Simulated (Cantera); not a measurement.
A perfectly stirred reactor is fed with C₂H₆ : N₂ = 1 : 1.6 (molar parts), at 0.285 Torr; it is held at 2000 K, and followed from long to short residence time.

Detailed kinetics in Cantera: GRI-Mech 3.0 (53 species, 325 reactions). GRI-Mech 3.0 stops at C3 and has no aromatics, soot or wall deposition, so with more carbon than oxygen in the feed, carbon stays in small species such as C2H2 where larger ones or solid carbon would form. Radical loss at walls, strong at low pressure, is not modelled.

Question: Predict: x(C₂H₆) at τ = 0.610 s; x(CH₂) at τ = 0.610 s; x(H₂) at τ = 0.610 s; x(C₂H₄) at τ = 0.610 s; x(C₂H₂) at τ = 0.610 s; x(C₂H₆) at τ = 4.60 ms; x(CH₂) at τ = 4.60 ms; x(H₂) at τ = 4.60 ms; x(C₂H₄) at τ = 4.60 ms; x(C₂H₂) at τ = 4.60 ms.

Answer: 
```
Item                       Value
----------------------  --------
x(C₂H₆) at τ = 0.610 s  0.000333
x(CH₂) at τ = 0.610 s    9.79e-5
x(H₂) at τ = 0.610 s       0.381
x(C₂H₄) at τ = 0.610 s   0.00226
x(C₂H₂) at τ = 0.610 s     0.200
x(C₂H₆) at τ = 4.60 ms    0.0427
x(CH₂) at τ = 4.60 ms   0.000481
x(H₂) at τ = 4.60 ms       0.150
x(C₂H₄) at τ = 4.60 ms    0.0629
x(C₂H₂) at τ = 4.60 ms    0.0574
```
